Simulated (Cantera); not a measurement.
Moist CO burnout

An isothermal, constant-pressure homogeneous reactor starts with 0.149 % CO, 0.269 % O₂, 0.0169 % H₂O, 99.6 % N₂, at 975 K and 0.320 bar.

Model: GRI-Mech 3.0 (53 species, 325 reactions), integrated in Cantera.

| t (s) | x CO | x O₂ | x H₂O | x NO | x HO₂ | x OH | x H₂ |
|---|---|---|---|---|---|---|---|
| 7.00e-5 | 0.00149 | 0.00269 | 0.000169 | <1e-12 | <1e-12 | <1e-12 | <1e-12 |
| 0.000386 | 0.00149 | 0.00269 | 0.000169 | <1e-12 | <1e-12 | <1e-12 | <1e-12 |
| 0.00213 | 0.00149 | 0.00269 | 0.000169 | <1e-12 | <1e-12 | <1e-12 | <1e-12 |
| 0.0117 | 0.00149 | 0.00269 | 0.000169 | <1e-12 | <1e-12 | <1e-12 | <1e-12 |
| 0.0648 | 0.00149 | 0.00269 | 0.000169 | <1e-12 | 3.94e-12 | <1e-12 | <1e-12 |
| 0.357 | 0.00149 | 0.00269 | 0.000169 | <1e-12 | 2.12e-10 | 6.26e-12 | 2.15e-12 |
| 1.97 | 0.00133 | 0.00260 | 0.000166 | 3.65e-10 | 1.81e-7 | 4.58e-7 | 1.96e-6 |
| 10.9 | 0.000110 | 0.00200 | 0.000169 | 1.12e-8 | 7.70e-8 | 1.95e-7 | 3.64e-7 |
| 60.0 | 3.33e-6 | 0.00194 | 0.000169 | 1.39e-8 | 1.03e-8 | 4.64e-8 | 5.81e-9 |
x: mole fraction; the columns are a selection and need not sum to one.

Equilibrium at this temperature and pressure: CO 1.54e-12, O₂ 0.00194, H₂O 0.000169, NO 2.57e-6, HO₂ <1e-12, OH 1.19e-9, H₂ <1e-12 (gas phase only).
